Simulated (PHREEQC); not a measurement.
Consider water at 15 °C with 0.0039 mol HF, 0.076 mol (NH4)2SiF6, 0.015 mol HBF4 and 0.037 mol HCl per kg of water. It is in equilibrium with CO2 at log p = -3.4 (atm). Otherwise closed; pH follows from the charge balance.

Equilibrium calculation in PHREEQC: ion-association model, phreeqc.dat.

Each row changes one thing in this solution. No solid was allowed to form.

| case | pH | ionic strength (mol/kgw) | HF (mol/kgw) | F- (mol/kgw) | H4SiO4 (mol/kgw) | HF2- (mol/kgw) | SI of Quartz (SiO2) |
|---|---|---|---|---|---|---|---|
| as made | 1.39 | 0.279 | 0.00801 | 0.000246 | 7.91e-5 | 6.83e-6 | +0.06 |
| temperature from 15 to 45 °C | 1.42 | 0.276 | 0.0140 | 0.000264 | 0.000943 | 1.56e-5 | +0.71 |
| HBF4 replaced by H2SiF6 at the same molality | 1.28 | 0.309 | 0.00657 | 0.000160 | 0.000473 | 3.63e-6 | +0.84 |
| diluted 10-fold with water | 2.36 | 0.0277 | 0.00287 | 0.000613 | 0.000136 | 6.17e-6 | +0.27 |
| diluted 2-fold with water | 1.69 | 0.139 | 0.00591 | 0.000318 | 0.000103 | 6.57e-6 | +0.16 |
| temperature from 15 to 25 °C | 1.40 | 0.279 | 0.00940 | 0.000246 | 0.000217 | 8.76e-6 | +0.35 |

Species that the database lacks are ignored. Some of these states are supersaturated (in Quartz (slow to form), Chalcedony (slow to form), for instance). Constants without temperature data keep their 25 °C values here. SiF6-2 is the database's only silicon fluoride. Real BF4- forms and hydrolyses slowly; the run takes it at equilibrium.
